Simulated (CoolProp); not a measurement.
The numbers come from the reference Helmholtz-energy equation of state, Setzmann 1991 in CoolProp.

For methane, give the phase and the cp (kJ/(kg K)), cv (kJ/(kg K)), speed of sound (m/s), viscosity (µPa s) at -171.85 °C and 2300 kPa; -171.85 °C and 4950 kPa.


- -171.85 °C and 2300 kPa: liquid; cp 3.40, cv 2.11, speed of sound 1460, viscosity 154
- -171.85 °C and 4950 kPa: liquid; cp 3.38, cv 2.12, speed of sound 1480, viscosity 159

Viscosity comes from a separate model (Quiñones-Cisneros 2006).
